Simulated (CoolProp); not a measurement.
Hydrogen sulfide along the isotherm 422.3 K: fugacity coefficient from the reference equation and from simpler models built on Tc = 373.1 K, pc = 8.999 MPa, ω = 0.101; each cubic takes its own stable root.

Values from CoolProp's reference Helmholtz-energy equation of state, Lemmon 2006. It is a short technical equation, of lower accuracy than the large ones.

```
p (MPa)          phase  reference
-------  -------------  ---------
0.0427             gas     0.9989
0.069              gas     0.9983
0.111              gas     0.9973
0.18               gas     0.9956
0.291              gas     0.9928
0.47               gas     0.9884
0.759              gas     0.9813
1.23               gas     0.9698
1.98               gas     0.9515
3.2                gas     0.9220
5.17               gas     0.8750
8.35               gas     0.8005
13.5     supercritical     0.6834
```

**Question.** How far does each simpler model (van der Waals, Peng-Robinson) lie from the reference over these 13 states: mean and median of the absolute difference, and the worst?

**Answer.** 
- van der Waals: mean 0.1 %, median 0.0 %, worst -1.2 % at 422.3 K and 13.5 MPa
- Peng-Robinson: mean 1.0 %, median 0.3 %, worst -4.2 % at 422.3 K and 13.5 MPa
